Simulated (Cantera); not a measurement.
Input (Python, Cantera) and output of one run.

```python
import numpy as np
import cantera as ct

gas_names = """
    AL ALH ALN ALO ALOH ALO2 ALO2H AL2 AL2O AL2O2 H HALO HNO HNO2 HNO3 HO2 H2 H2O H2O2 N NH NH2 NH3
    NH2OH NO NO2 NO3 N2 N2H2 N2H4 N2O O OH O2 O3
""".split()
cond_names = """
    AL(cr) AL(L) ALN(s) AL2O3(a) AL2O3(L) H2O(s) H2O(L)
""".split()


# ... load() reads the species with a 1 bar reference pressure and builds the phases ...
atoms = {
    'Al': {'AL': 1},
    'H2O': {'H': 2, 'O': 1},
    'N2': {'N': 2},
}
top_T = {'ALN(s)': 2750}  # K; cautious upper limits of use, not melting points


# ... equilibrate(T, P, feed) seeds the gas with the atoms and calls Mixture.equilibrate('TP', solver="vcs", rtol=1e-11, max_steps=5000) ...
results = []
feed = {'Al': 1, 'H2O': 3.3, 'N2': 240}  # mol
T = 1775  # K
P = 470  # Pa
mix = equilibrate(T, P, feed)
results.append((T, P, feed, dict(zip(mix.species_names, mix.species_moles))))
x = sorted(zip(gas.X, gas.species_names), reverse=True)
print(f"T = {T:g} K  P = {P:g} Pa  gas = {mix.phase_moles(0):.4g} mol")
print("   x: " + "  ".join(f"{s} {v:.3e}" for v, s in x if v > 1e-05))
print("   condensed (mol): " + ("  ".join(f"{mix.phase(i).name} {mix.phase_moles(i):.4g}"
      for i in range(1, mix.n_phases) if mix.phase_moles(i) > 1e-12) or "none"))
```

Result:

```
T = 1775 K  P = 470 Pa  gas = 243.3 mol
   x: N2 9.863e-01  H2O 7.363e-03  H2 6.022e-03  H 3.276e-04  OH 2.495e-05
   condensed (mol): AL2O3(a) 0.5
```

Method: chemical equilibrium by Gibbs-energy minimisation in Cantera with the NASA 1993 tables (ideal gas, pure condensed phases).
